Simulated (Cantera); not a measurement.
A closed system holds: 1 mol SiH₄, 3.1 mol N₂, 0.028 mol HCl, held at 627 °C and 0.750 Torr.

Method: chemical equilibrium by Gibbs-energy minimisation in Cantera with the NASA 1993 tables (ideal gas, pure condensed phases). Candidate condensed phases: NH₄Cl, Si, Si₃N₄; 28 gas species. N₂ is the only nitrogen source here; it is nearly inert below about 1500 K, so the nitride shown seldom forms there in practice. The numbers say what is thermodynamically allowed, not how fast it happens.

Base state: N₂ 0.545, H₂ 0.448, HCl 0.00628 (mole fractions); condensed: Si₃N₄(s).

Question: What changes in the equilibrium state with this change: SiH₄ replaced by SiHCl₃?

Answer: 
| species | before | after |
|---|---|---|
| N₂ | 0.545 | 0.655 |
| HCl | 0.00628 | 0.190 |
| SiCl₄ | <1e-9 | 0.129 |
| H₂ | 0.448 | 0.0251 |
| SiHCl₃ | <1e-9 | 4.86e-5 |
| SiCl₃ | <1e-9 | 4.03e-5 |
| Si₃N₄(s), mol | 0.333 | 0.149 |
The tables' values for SiCl₃ are old estimates; treat these amounts as uncertain.
